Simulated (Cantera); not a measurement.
Source: NASA polynomial tables (part measured, part estimated), evaluated in Cantera. Values are per mole of reaction as written; species without (g) are pure solids or liquids, kept so even where they would boil at 1 bar. VN: taken at fixed stoichiometry.

Between 1600 and 1850 K, where is each reaction favourable under standard conditions?
- 5 V₂O₅ + 2 VN = 12 VO₂(g) + N₂O(g)


- 5 V₂O₅ + 2 VN = 12 VO₂(g) + N₂O(g): ΔG° is 1773 kJ at 1600 K and 1311 kJ at 1850 K; it stays positive (K < 1). ΔH° is 4688 kJ and ΔS° 1826 J/K at 1850 K.
